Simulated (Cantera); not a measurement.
Feed: 1 mol CO, 0.29 mol NH3, 0.19 mol N2, equilibrated at 200000 Pa.

Method: chemical equilibrium by Gibbs-energy minimisation in Cantera with the NASA 1993 tables (ideal gas, pure condensed phases). Candidate condensed phases: C, C6H6, C7H8, C8H18, H2O; 136 gas species. Equilibrium is a limit: real reactors are often held back by kinetics, nucleation or transport.

x: gas mole fraction; n: condensed amount in mol.

```tsv
T (°C)	x CO	x N2	x H2	x CO2	x H2O	x CH4	n C(graphite)
650	0.192	0.258	0.189	0.233	0.112	0.0166	___
750	0.391	0.220	0.223	0.110	0.0478	0.00749	___
850	0.514	0.199	0.236	0.0319	0.0160	0.00326	___
950	0.552	0.192	0.241	0.00837	0.00534	0.00155	___
1050	0.561	0.190	0.243	0.00249	0.00200	0.000805	___
1150	0.564	0.190	0.244	0.000865	0.000851	0.000455	___
1250	0.564	0.189	0.245	0.000346	0.000403	0.000276	___
1350	0.565	0.189	0.245	0.000217	0.000293	0.000128	0
1450	0.565	0.189	0.245	0.000180	0.000275	5.18e-5	0
```

Task: Complete the blanks.

Result: 
- 650, n C(graphite): 0.426
- 750, n C(graphite): 0.228
- 850, n C(graphite): 0.0752
- 950, n C(graphite): 0.0212
- 1050, n C(graphite): 0.00639
- 1150, n C(graphite): 0.00199
- 1250, n C(graphite): 0.000344
